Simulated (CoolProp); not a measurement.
Properties of R113 along the isobar 4460 kPa (Tc = 214.1 °C, pc = 3392 kPa, ω = 0.253).

The numbers come from the reference Helmholtz-energy equation of state, Marx 1992 in CoolProp.

| T (°C) | phase | Z | cp (kJ/(kg K)) | isothermal compressibility (1/MPa) | fugacity coefficient |
|---|---|---|---|---|---|
| 21.75 | liquid | 0.2154 | 0.9097 | 0.001600 | 0.01072 |
| 37.55 | liquid | 0.2092 | 0.9236 | 0.001872 | ___ |
| 53.35 | liquid | 0.2040 | 0.9383 | 0.002209 | 0.03195 |
| 69.05 | liquid | 0.1997 | 0.9537 | 0.002629 | 0.05000 |
| 84.85 | liquid | 0.1961 | 0.9703 | 0.003169 | 0.07451 |
| 100.65 | liquid | 0.1934 | 0.9883 | ___ | 0.1062 |
| 116.45 | liquid | 0.1915 | 1.008 | 0.004835 | 0.1455 |
| 132.15 | liquid | 0.1906 | 1.032 | 0.006172 | 0.1923 |
| 147.95 | liquid | ___ | 1.059 | 0.008165 | 0.2470 |
| 163.75 | liquid | 0.1926 | 1.095 | 0.01134 | 0.3087 |
| 179.55 | liquid | 0.1963 | 1.146 | 0.01699 | 0.3763 |
| 195.25 | liquid | ___ | 1.227 | 0.02887 | 0.4477 |
| 211.05 | liquid | 0.2185 | 1.403 | 0.06400 | 0.5214 |
| 226.85 | supercritical | 0.2642 | 2.192 | 0.3168 | 0.5926 |

Problem. Fill in the missing entries.

Solution. 
- 37.55, fugacity coefficient: 0.01918
- 100.65, isothermal compressibility (1/MPa): 0.003877
- 147.95, Z: 0.1909
- 195.25, Z: 0.2036
